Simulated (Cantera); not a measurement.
Feed: 1 mol Si2H6, 0.0095 mol Cl2, 6.8 mol N2, at 3.75 Torr.

Method: chemical equilibrium by Gibbs-energy minimisation in Cantera with the NASA 1993 tables (ideal gas, pure condensed phases). Candidate condensed phases: NH4Cl, Si, Si3N4; 28 gas species. The feed counts by its element totals alone. N2 is the only nitrogen source here; it is nearly inert below about 1500 K, so the nitride shown seldom forms there in practice. The numbers say what is thermodynamically allowed, not how fast it happens.

### Question
Which condensed phases are stable at each of these points (T (K)): 1198, 1248, 1298, 1348, 1398, 1448, 1498, 1548, 1598, 1648, 1698, 1748, 1798?

### Answer
```tsv
T (K)	condensed phases	Si condensed (%)
1198	Si3N4(s)	100.0
1248	Si3N4(s)	100.0
1298	Si3N4(s)	100.0
1348	Si3N4(s)	100.0
1398	Si3N4(s)	100.0
1448	Si3N4(s)	100.0
1498	Si3N4(s)	100.0
1548	Si3N4(s)	100.0
1598	Si3N4(s)	100.0
1648	Si3N4(s)	100.0
1698	Si3N4(s)	99.9
1748	Si(l)	99.8
1798	Si(l)	99.6
```

From 1198 K to 1698 K the condensed part is Si3N4(s). From 1748 K to 1798 K the condensed part is Si(l).
